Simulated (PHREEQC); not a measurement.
Make-up at 25 °C: 0.35 mol/kgw CuCl2, 0.22 mol/kgw HCl and 0.00081 mol/kgw FeCl3. Closed to the air; pH follows from the charge balance.

Model: ion-association model, phreeqc.dat, run in PHREEQC.

### Question
The ionic strength comes out as 1.03 mol/kgw. What activity coefficients do Cl-, CuCl3-, H+, Cu+2, FeCl+2 get?

### Answer
Cl- 0.61, CuCl3- 0.60, H+ 0.74, Cu+2 0.20, FeCl+2 0.17.

This is a speciation only: nothing precipitates in the calculation. The ionic strength is past about 0.7 mol/kgw, beyond the range of this activity model, so the values are rough.
